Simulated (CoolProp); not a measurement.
A closed Brayton cycle with carbon dioxide: compressor inlet 333.15 K and 8.2 MPa, high pressure 21.2 MPa, turbine inlet 630 K, compressor efficiency 0.8, turbine efficiency 0.93, recuperator effectiveness 0 (on enthalpy, no pinch check). Each further row changes one setting.

Computed with CoolProp (reference Helmholtz-energy equation of state, Span 1996).

```
case                           thermal efficiency (%)  net work (kJ/kg)  compressor to turbine work  compressor exit (K)  turbine exit (K)
-----------------------------  ----------------------  ----------------  --------------------------  -------------------  ----------------
as stated                                         [?]              36.2                        0.61                419.7             529.4
turbine inlet 580 K                              11.8               [?]                         [?]                419.7             483.4
compressor inlet 343.15 K                        11.8              30.7                        0.67                434.2             529.4
high pressure 18 MPa                              [?]              33.1                        0.58                  [?]               [?]
recuperator effectiveness 0.5                    16.4              36.2                        0.61                419.7             529.4
```

Q: Complete the blanks.

A: 
- as stated, thermal efficiency (%): 12.8
- turbine inlet 580 K, net work (kJ/kg): 26.3
- turbine inlet 580 K, compressor to turbine work: 0.68
- high pressure 18 MPa, thermal efficiency (%): 11.0
- high pressure 18 MPa, compressor exit (K): 404.2
- high pressure 18 MPa, turbine exit (K): 546.4
